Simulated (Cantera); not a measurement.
# CaO + HCl (oxide etching and cleaning by halides)

Charge: 1 mol CaO, 69 mol HCl, held at 0.100 bar.

Equilibrium computed with Cantera from the NASA thermochemical tables; the gas is ideal and each condensed phase is pure. Candidate condensed phases: Ca, CaCl2, CaO, Ca(OH)2, H2O; 21 gas species. Condensed phases not in the tables: oxide chlorides. The numbers say what is thermodynamically allowed, not how fast it happens.

From 748 K to 998 K the condensed part is CaCl2(s). From 1048 K to 1098 K the condensed part is CaCl2(l).

| T (K) | x HCl | x H2O | x H2 | x Cl | x Cl2 | x CaCl2 | n CaCl2(s) | n CaCl2(l) |
|---|---|---|---|---|---|---|---|---|
| 748 | 0.985 | 0.0147 | 1.19e-7 | 2.79e-9 | 1.18e-7 | <1e-12 | 1.00 | 0 |
| 798 | 0.985 | 0.0147 | 3.09e-7 | 1.55e-8 | 3.01e-7 | 1.54e-11 | 1.00 | 0 |
| 848 | 0.985 | 0.0147 | 7.21e-7 | 7.02e-8 | 6.86e-7 | 2.54e-10 | 1.00 | 0 |
| 898 | 0.985 | 0.0147 | 1.55e-6 | 2.68e-7 | 1.41e-6 | 3.05e-9 | 1.00 | 0 |
| 948 | 0.985 | 0.0147 | 3.11e-6 | 8.83e-7 | 2.66e-6 | 2.79e-8 | 1.000 | 0 |
| 998 | 0.985 | 0.0147 | 5.92e-6 | 2.57e-6 | 4.64e-6 | 2.04e-7 | 1.000 | 0 |
| 1048 | 0.985 | 0.0147 | 1.08e-5 | 6.68e-6 | 7.50e-6 | 1.21e-6 | 0 | 1.000 |
| 1098 | 0.985 | 0.0147 | 1.92e-5 | 1.58e-5 | 1.14e-5 | 5.25e-6 | 0 | 1.000 |
x: gas mole fraction; n: condensed amount in mol.
